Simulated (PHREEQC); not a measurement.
A solution holds 0.15 mol/kgw H2SO4, 0.00073 mol/kgw Al2(SO4)3 and 0.0044 mol/kgw NiSO4, at 25 °C. Closed to the air; pH follows from the charge balance.

All values are PHREEQC results (ion-association model, wateq4f.dat), not measurements.

Each row changes one thing in this solution. Precipitation was switched off in this run.

| case | pH | ionic strength (mol/kgw) | HSO4- (mol/kgw) | SO4-2 (mol/kgw) | Ni+2 (mol/kgw) | NiSO4 (mol/kgw) | SI of Morenosite (NiSO4:7H2O) | SI of Gibbsite (Al(OH)3) |
|---|---|---|---|---|---|---|---|---|
| as made | 0.87 | 0.207 | 0.129 | 0.0246 | 0.00313 | 0.00127 | -2.82 | -10.02 |
| diluted 100-fold with water | 2.59 | 0.00418 | 0.000262 | 0.00129 | 3.85e-5 | 5.54e-6 | -5.19 | -5.89 |
| Al2(SO4)3 from 0.00073 to 0.000365 mol/kgw | 0.87 | 0.206 | 0.129 | 0.0245 | 0.00313 | 0.00127 | -2.82 | -10.32 |
| 0.0042 mol/kgw KHCO3 added | 0.88 | 0.208 | 0.129 | 0.0250 | 0.00311 | 0.00129 | -2.82 | -10.00 |
| diluted 2-fold with water | 1.13 | ___ | 0.0593 | 0.0176 | 0.00154 | 0.000660 | -3.11 | -9.44 |
| 0.0085 mol/kgw HF added | 0.86 | 0.208 | 0.131 | ___ | 0.00313 | 0.00127 | -2.82 | -12.22 |

**Question.** Some entries are withheld; supply them.

**Answer.** 
- diluted 2-fold with water, ionic strength (mol/kgw): 0.114
- 0.0085 mol/kgw HF added, SO4-2 (mol/kgw): 0.0247
